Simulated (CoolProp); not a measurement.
Vapour-liquid equilibrium of ethanol (1) + cyclohexane (2) at 0.901 MPa; x and y are mole fractions of (1).

Computed with CoolProp (multi-fluid Helmholtz-energy mixture model, Schroeder 2014 and Zhou 2014; pair parameters Bell 2016).

```tsv
x	bubble temperature (K)	y at the bubble point	dew temperature at overall composition x (K)	liquid density (mol/L)
0.05	___	0.192	446.3	___
0.2	422.5	0.447	437.4	8.220
0.35	417.6	0.541	428.3	8.894
0.5	415.7	0.599	419.5	9.710
0.65	415.0	0.659	415.0	10.74
0.8	415.6	0.754	416.2	12.04
0.95	418.3	0.921	___	___
```

**Question.** What belongs in the gaps?

**Answer.** 
- 0.05, bubble temperature (K): 437.9
- 0.05, liquid density (mol/L): 7.545
- 0.95, dew temperature at overall composition x (K): 418.8
- 0.95, liquid density (mol/L): 13.61

y crosses x between x = 0.65 and 0.8: the model has an azeotrope there.

The pair parameters rest on a limited set of measurements; away from them the model extrapolates.
